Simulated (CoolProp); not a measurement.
Model: reference Helmholtz-energy equation of state, Gao 2022, in CoolProp.

### Question
Give the vapour pressure (kPa), liquid density (kg/m³), enthalpy of vaporisation (kJ/kg), liquid cp (kJ/(kg K)) of saturated n-perfluorobutane at 300.9, 308.3, 315.8 K.

### Answer
```tsv
T (K)	p (kPa)	liquid density (kg/m³)	enthalpy of vaporisation (kJ/kg)	liquid cp (kJ/(kg K))
300.9	292	1480	87.1	1.15
308.3	366	1450	84.2	1.16
315.8	454	1420	81.0	1.18
```
